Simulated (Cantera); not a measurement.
A perfectly stirred reactor is fed with CH3OH : O2 : N2 = 1 : 1.74 : 6.56 (molar parts), equivalence ratio 0.86, at 300 Torr; it is adiabatic with a 425 K inlet, and is followed from long to short residence time, starting on the burning branch (τ in s: 0.18, 0.064, 0.023, 0.0082, 0.0029, 0.001, 0.00037, 0.00013, 4.8e-05, 1.7e-05, 6.1e-06).

Model: GRI-Mech 3.0 (53 species, 325 reactions), integrated in Cantera. GRI-Mech 3.0 was tuned for natural gas; its chemistry of methanol as a main component is partial and can be far from experiment.

Predict: blow-out, bracketed by the residence times tried; x(CH3OH) at τ = 0.180 s; x(O2) at τ = 0.180 s; x(H2O) at τ = 0.180 s; x(CH3OH) at τ = 1.00 ms; x(O2) at τ = 1.00 ms; x(C2H2) at τ = 1.00 ms; x(H2O) at τ = 1.00 ms; x(CH2CO) at τ = 1.00 ms.


| Item | Result |
|---|---|
| blow-out, bracketed by the residence times tried | burning at 0.370 ms, out at 0.130 ms |
| x(CH3OH) at τ = 0.180 s | 1.10e-6 |
| x(O2) at τ = 0.180 s | 0.0267 |
| x(H2O) at τ = 0.180 s | 0.197 |
| x(CH3OH) at τ = 1.00 ms | 5.78e-5 |
| x(O2) at τ = 1.00 ms | 0.0393 |
| x(C2H2) at τ = 1.00 ms | 1.68e-9 |
| x(H2O) at τ = 1.00 ms | 0.178 |
| x(CH2CO) at τ = 1.00 ms | 1.48e-8 |
